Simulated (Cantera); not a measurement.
**Moist CO burnout**

An isothermal, constant-pressure homogeneous reactor starts with 0.179 % CO, 0.466 % O₂, 0.159 % H₂O, 99.2 % N₂, at 1173 K and 5.00 bar.

Detailed kinetics in Cantera: GRI-Mech 3.0 (53 species, 325 reactions).

| t (s) | x CO | x O₂ | x H₂O | x O | x H₂ |
|---|---|---|---|---|---|
| 0.000200 | 0.00179 | 0.00466 | 0.00159 | 2.47e-10 | <1e-12 |
| 0.000773 | 0.00179 | 0.00466 | 0.00159 | 1.02e-9 | 1.76e-11 |
| 0.00299 | 0.00179 | 0.00466 | 0.00159 | 1.19e-8 | 7.74e-10 |
| 0.0116 | 0.00173 | 0.00463 | 0.00158 | 1.61e-6 | 1.76e-6 |
| 0.0447 | 0.00123 | 0.00439 | 0.00158 | 1.35e-6 | 5.06e-6 |
| 0.173 | 0.000404 | 0.00397 | 0.00159 | 5.47e-7 | 1.73e-6 |
| 0.669 | 2.30e-5 | 0.00378 | 0.00159 | 5.13e-8 | 8.34e-8 |
| 2.59 | 3.46e-8 | 0.00377 | 0.00159 | 3.32e-9 | 5.67e-10 |
| 10.0 | 1.51e-10 | 0.00377 | 0.00159 | 4.95e-10 | 9.67e-11 |
x: mole fraction; the columns are a selection and need not sum to one.

Equilibrium at this temperature and pressure: CO 1.19e-10, O₂ 0.00376, H₂O 0.00159, O 3.86e-10, H₂ 8.34e-11 (gas phase only).
